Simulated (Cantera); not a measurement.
Charge: 1 mol CH3F, 0.075 mol HCl, equilibrated at 2.20 Pa.

Equilibrium computed with Cantera from the NASA thermochemical tables; the gas is ideal and each condensed phase is pure. Candidate condensed phases: C, C6H6, C7H8, C8H18; 118 gas species. Equilibrium is a limit: real reactors are often held back by kinetics, nucleation or transport.

Which condensed phases are stable at each of these points (T (°C)): 1952, 2002, 2052, 2102, 2152, 2202, 2252, 2302, 2352?


```
T (°C)  condensed phases  C condensed (%)
------  ----------------  ---------------
1952         C(graphite)             99.6
2002         C(graphite)             99.2
2052         C(graphite)             98.4
2102         C(graphite)             96.5
2152         C(graphite)             92.0
2202         C(graphite)             81.9
2252         C(graphite)             59.5
2302         C(graphite)              8.4
2352            gas only              0.0
```

From 1952 °C to 2302 °C the condensed part is C(graphite). At 2352 °C nothing is condensed.
